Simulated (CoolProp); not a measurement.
Properties of n-perfluoropentane at several states (Tc = 421.0 K, pc = 2063 kPa, ω = 0.436).

The numbers come from the reference Helmholtz-energy equation of state, Gao 2022 in CoolProp.

| T (K) | p (kPa) | phase | Z | expansivity (1/kK) |
|---|---|---|---|---|
| 233.7 | 81.8 | liquid | 0.006735 | 1.593 |
| 396.1 | 1030 | gas | 0.7268 | 7.896 |
| 338.4 | 20.3 | gas | 0.9928 | 3.030 |
| 432.5 | 812 | gas | 0.8660 | 3.861 |
| 284.1 | 2060 | liquid | 0.1514 | 1.839 |
